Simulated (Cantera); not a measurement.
## Pyrogenic steam for wet oxidation

A perfectly stirred reactor is fed with 4.76 % H2, 4.76 % O2, 90.5 % N2, equivalence ratio 0.50, at 0.120 bar; it is held at 1125 K, and followed from long to short residence time.

Detailed kinetics in Cantera: GRI-Mech 3.0 (53 species, 325 reactions). The temperature is held fixed by assumption; the heat of reaction is taken as removed at once.

```
τ (s)        x H2    x O2     x NO    x HO2       x H
-------  --------  ------  -------  -------  --------
24        3.08e-5  0.0244  1.45e-7  4.40e-7   3.65e-6
5.3       8.36e-5  0.0244  1.21e-7  8.27e-7   1.66e-5
1.2      0.000219  0.0244  1.85e-7  1.27e-6   7.25e-5
0.27     0.000559  0.0245  4.04e-7  1.64e-6  0.000312
0.062     0.00135  0.0249  8.84e-7  1.88e-6   0.00125
0.014     0.00310  0.0259  1.55e-6  2.05e-6   0.00431
0.0032    0.00649  0.0283  1.53e-6  2.19e-6    0.0105
0.00071    0.0143  0.0328  5.33e-7  2.36e-6    0.0147
0.00016    0.0370  0.0430  1.60e-8  2.59e-6   0.00571
```
x: mole fraction; the columns are a selection and need not sum to one.
